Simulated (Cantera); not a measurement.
Charge: 1 mol Al2O3, 0.2 mol N2, at 19.0 Pa.

Cantera equilibrium calculation (NASA polynomials, part measured and part estimated; ideal gas, pure solids and liquids). Candidate condensed phases: Al, AlN, Al2O3; 16 gas species. The numbers say what is thermodynamically allowed, not how fast it happens.

Question: At 2300 °C, list the 5 most abundant gas species with their mole fractions, and the condensed phases.

Answer: N2 0.727, O 0.133, Al 0.0730, AlO 0.0427, Al2O 0.0111. Condensed: Al2O3(l).
